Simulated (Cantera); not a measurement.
Feed: 1 mol Si3H8, 0.57 mol Cl2, 12 mol H2, at 77.0 mbar.

These are equilibrium values from Cantera (NASA tables, ideal gas, pure condensed phases), not measurements of a reactor. Candidate condensed phases: Si; 19 gas species. The feed counts by its element totals alone. The tables' values for SiCl3 are old estimates; treat these amounts as uncertain. Rates play no part.

**Question.** At 950 °C, list the 5 most abundant gas species with their mole fractions, and the condensed phases.

**Answer.** H2 0.949, HCl 0.0414, SiCl2 0.00439, SiCl4 0.00248, SiHCl3 0.00175. Condensed: Si(s).
